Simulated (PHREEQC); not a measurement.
Dissolve 0.0024 mol/kgw NaBr, 0.28 mol/kgw AlCl3 and 8.1e-05 mol/kgw Mn(NO3)2 at 90 °C. Closed to the air; pH follows from the charge balance.

Model: ion-association model, wateq4f.dat, run in PHREEQC.

No solid was allowed to form.

Q: Order these Mn species by the share of Mn that they hold, largest first: MnCl+, MnCl3-, MnCl2, Mn+2.

A: Mn+2 (66 %), MnCl+ (31 %), MnCl2 (2.4 %), MnCl3- (0.74 %)

The pH is 2.29 and the ionic strength 1.67 mol/kgw. Ionic strength above about 0.7 mol/kgw puts this run outside the model's range. Away from 25 °C the constants follow the database's enthalpies or fits; those with neither stay at their 25 °C values.
